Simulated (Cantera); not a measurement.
Thermodynamics of abatement and gas-phase synthesis, feed S + O₂ + N₂

Charge: 1 mol S, a varied amount of O₂, 22 mol N₂, at 2002 °C and 10.0 Torr.

Equilibrium computed with Cantera from the NASA thermochemical tables; the gas is ideal and each condensed phase is pure. Candidate condensed phases: S; 17 gas species. Kinetics and transport are ignored.

From 0.074 mol O₂ to 4.7 mol O₂ nothing is condensed.

| n(O₂) (mol) | x N₂ | x O₂ | x SO₂ | x SO | x S | x O | x S₂ | x NO |
|---|---|---|---|---|---|---|---|---|
| 0.074 | 0.968 | 1.40e-6 | 0.000546 | 0.00532 | 0.0146 | 4.39e-5 | 0.0118 | 4.25e-5 |
| 0.12 | 0.966 | 3.42e-6 | 0.00126 | 0.00786 | 0.0138 | 6.87e-5 | 0.0105 | 6.65e-5 |
| 0.21 | 0.964 | 9.70e-6 | 0.00319 | 0.0118 | 0.0122 | 0.000116 | 0.00829 | 0.000112 |
| 0.35 | 0.961 | 2.70e-5 | 0.00715 | 0.0158 | 0.00987 | 0.000193 | 0.00540 | 0.000186 |
| 0.58 | 0.958 | 9.99e-5 | 0.0157 | 0.0181 | 0.00586 | 0.000371 | 0.00190 | 0.000358 |
| 0.98 | 0.951 | 0.00222 | 0.0343 | 0.00837 | 0.000576 | 0.00175 | 1.84e-5 | 0.00168 |
| 1.6 | 0.926 | 0.0216 | 0.0391 | 0.00306 | 6.74e-5 | 0.00546 | 2.52e-7 | 0.00517 |
| 2.8 | 0.878 | 0.0640 | 0.0383 | 0.00174 | 2.23e-5 | 0.00940 | 2.75e-8 | 0.00868 |
| 4.7 | 0.812 | 0.126 | 0.0360 | 0.00117 | 1.07e-5 | 0.0132 | 6.30e-9 | 0.0117 |
x: gas mole fraction; nothing condenses.
